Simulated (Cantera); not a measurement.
A Cantera script and its output.

```python
import numpy as np
import cantera as ct

gas = ct.Solution("gri30.yaml")


def delay(T, t_max=10):
    gas.TPX = T, 3300000, {'CO': 1, 'H2': 1.3, 'CH4': 0.1, 'O2': 0.964, 'N2': 3.63, 'H2O': 0.63}
    reactor = ct.IdealGasReactor(gas, clone=False)
    net = ct.ReactorNet([reactor])
    net.rtol, net.atol = 1e-8, 1e-16
    while net.time < t_max:
        t_old, T_old = net.time, reactor.T
        net.step()
        if reactor.T > T + 400:  # ignition: a rise of 400 K
            return t_old + (T + 400 - T_old) / (reactor.T - T_old) * (net.time - t_old)
    return np.nan


taus = []
for T in [1125, 1225, 1325, 1425, 1525, 1625, 1725, 1825, 1925]:
    taus.append(delay(T))
    print(f"T0 = {T:6g} K   tau = {taus[-1]:.4e} s")
```

Output:

```
T0 =   1125 K   tau = 2.9331e-04 s
T0 =   1225 K   tau = 6.4421e-05 s
T0 =   1325 K   tau = 1.6852e-05 s
T0 =   1425 K   tau = 5.0976e-06 s
T0 =   1525 K   tau = 1.8551e-06 s
T0 =   1625 K   tau = 8.6312e-07 s
T0 =   1725 K   tau = 4.9962e-07 s
T0 =   1825 K   tau = 3.3364e-07 s
T0 =   1925 K   tau = 2.4319e-07 s
```

Computed with Cantera and GRI-Mech 3.0 (53 species, 325 reactions). The pressure lies above the range GRI-Mech 3.0 was tuned for (to about 10 atm).
